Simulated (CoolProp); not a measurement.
Vapour-liquid equilibrium of toluene (1) + n-decane (2) at 57.6 kPa; x and y are mole fractions of (1).

The numbers come from the multi-fluid Helmholtz-energy mixture model, Lemmon 2006 and Lemmon 2006; pair parameters Bell 2016 in CoolProp.

```json
[
 {"x": "0.05", "bubble temperature (°C)": "146.5", "y at the bubble point": "0.211", "dew temperature at overall composition x (°C)": "151.7", "liquid density (mol/L)": "4.525"},
 {"x": "0.15", "bubble temperature (°C)": "134.6", "y at the bubble point": "0.507", "dew temperature at overall composition x (°C)": "148.6", "liquid density (mol/L)": "4.833"},
 {"x": "0.25", "bubble temperature (°C)": "124.9", "y at the bubble point": "0.682", "dew temperature at overall composition x (°C)": "145.2", "liquid density (mol/L)": "5.155"},
 {"x": "0.35", "bubble temperature (°C)": "117.2", "y at the bubble point": "0.787", "dew temperature at overall composition x (°C)": "141.4", "liquid density (mol/L)": "5.493"},
 {"x": "0.45", "bubble temperature (°C)": "111.2", "y at the bubble point": "0.853", "dew temperature at overall composition x (°C)": "137.2", "liquid density (mol/L)": "5.856"},
 {"x": "0.55", "bubble temperature (°C)": "106.3", "y at the bubble point": "0.897", "dew temperature at overall composition x (°C)": "132.5", "liquid density (mol/L)": "6.248"},
 {"x": "0.65", "bubble temperature (°C)": "102.4", "y at the bubble point": "0.929", "dew temperature at overall composition x (°C)": "126.9", "liquid density (mol/L)": "6.680"},
 {"x": "0.75", "bubble temperature (°C)": "99.0", "y at the bubble point": "0.953", "dew temperature at overall composition x (°C)": "120.2", "liquid density (mol/L)": "7.161"},
 {"x": "0.85", "bubble temperature (°C)": "96.0", "y at the bubble point": "0.974", "dew temperature at overall composition x (°C)": "111.5", "liquid density (mol/L)": "7.703"},
 {"x": "0.95", "bubble temperature (°C)": "93.2", "y at the bubble point": "0.991", "dew temperature at overall composition x (°C)": "99.5", "liquid density (mol/L)": "8.320"}
]
```

No azeotrope shows between x = 0.05 and 0.95.

The pair parameters rest on a limited set of measurements; away from them the model extrapolates.
